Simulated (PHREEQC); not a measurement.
Solution (66 °C): 1.2 mol K2CO3 and 0.00014 mol H4SiO4 per kg of water. Closed to the air; pH follows from the charge balance.

Model: Pitzer model, pitzer.dat, run in PHREEQC.

Precipitation was switched off in this run.

Predict the pH, ionic strength, osmotic coefficient.

pH 11.27; ionic strength 3.58 mol/kgw; osmotic coefficient 0.917.

In which forms is C present?

CO3-2 98 %, HCO3- 1.8 % of the C.

Complexes and solids missing from the database can't appear. In brines, pH and single-ion activities rest on the MacInnes convention. At this temperature some constants are extrapolated from 25 °C, and those without enthalpy data are left unchanged.
